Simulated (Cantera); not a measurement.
What does this Cantera script print?

```python
import numpy as np
import cantera as ct

gas_names = """
    H HO2 H2 H2O H2O2 O OH O2 O3 Si SiH SiH2 SiH3 SiH4 SiO SiO2 Si2 Si3
""".split()
cond_names = """
    H2O(s) H2O(L) Si(cr) Si(L) SiO2(Lqz) SiO2(hqz) SiO2(L)
""".split()


# ... load() reads the species with a 1 bar reference pressure and builds the phases ...
atoms = {
    'Si': {'Si': 1},
    'H2O': {'H': 2, 'O': 1},
    'H2': {'H': 2},
    'O2': {'O': 2},
}
top_T = {}  # K; cautious upper limits of use, not melting points


# ... equilibrate(T, P, feed) seeds the gas with the atoms and calls Mixture.equilibrate('TP', solver="vcs", rtol=1e-11, max_steps=5000) ...
results = []
feed = {'Si': 1, 'H2O': 0.9, 'H2': 38, 'O2': 0.041}  # mol
P = 460  # Pa
for T in [1273, 1298, 1323, 1348, 1373, 1398, 1423, 1448, 1473, 1498, 1523, 1548, 1573]:
    mix = equilibrate(T, P, feed)
    results.append((T, P, feed, dict(zip(mix.species_names, mix.species_moles))))

top = {s: max(r[3][s] / sum(r[3][g] for g in gas_names) for r in results) for s in gas_names}
cols = sorted((s for s in top if top[s] > 1e-06), key=lambda s: -top[s])[:7]
seen = [c for c in cond_names if any(r[3].get(c, 0) > 1e-12 for r in results)]
print("log10 of partial pressures in bar; condensed amounts in mol")
print(f"{'T/K':>10s}" + "".join(f"{s[:9]:>10s}" for s in cols + seen))
for T, P, feed, n in results:
    ng = sum(n[g] for g in gas_names)
    print(f"{T:10.4g}" + "".join(f"{np.log10(max(n[s] / ng * P / 1e5, 1e-99)):10.3f}" for s in cols)
          + "".join(f"{n.get(c, 0):10.4g}" for c in seen))
```

Output:

```
log10 of partial pressures in bar; condensed amounts in mol
       T/K        H2       SiO         H        Si      SiH2       SiH       H2O    Si(cr) SiO2(hqz)
      1273    -2.338    -5.411    -7.316   -10.744    -9.660   -10.928    -9.068    0.4926    0.4746
      1298    -2.338    -5.140    -7.139   -10.391    -9.469   -10.636    -8.909    0.4783    0.4603
      1323    -2.339    -4.879    -6.969   -10.052    -9.286   -10.356    -8.756    0.4529    0.4349
      1348    -2.339    -4.628    -6.805    -9.726    -9.111   -10.086    -8.609    0.4088    0.3908
      1373    -2.341    -4.386    -6.648    -9.411    -8.942    -9.827    -8.469    0.3335    0.3155
      1398    -2.344    -4.153    -6.497    -9.108    -8.781    -9.578    -8.335     0.207     0.189
      1423    -2.348    -3.946    -6.352    -8.816    -8.627    -9.338    -8.224   0.01801         0
      1448    -2.348    -3.946    -6.209    -8.534    -8.474    -9.105    -8.313   0.01798         0
      1473    -2.348    -3.946    -6.072    -8.262    -8.326    -8.880    -8.399   0.01793         0
      1498    -2.348    -3.946    -5.939    -7.998    -8.184    -8.663    -8.482   0.01787         0
      1523    -2.348    -3.946    -5.810    -7.744    -8.046    -8.452    -8.563   0.01776         0
      1548    -2.348    -3.946    -5.686    -7.498    -7.913    -8.249    -8.640   0.01759         0
      1573    -2.348    -3.946    -5.565    -7.260    -7.784    -8.052    -8.715   0.01732         0
```

Equilibrium computed with Cantera from the NASA thermochemical tables; the gas is ideal and each condensed phase is pure. Mutual solubility and eutectic melting of coexisting phases are not modelled. The tables hold silica as quartz up to 1696 K and as liquid above; real silica turns to tridymite and cristobalite and melts near 1996 K.
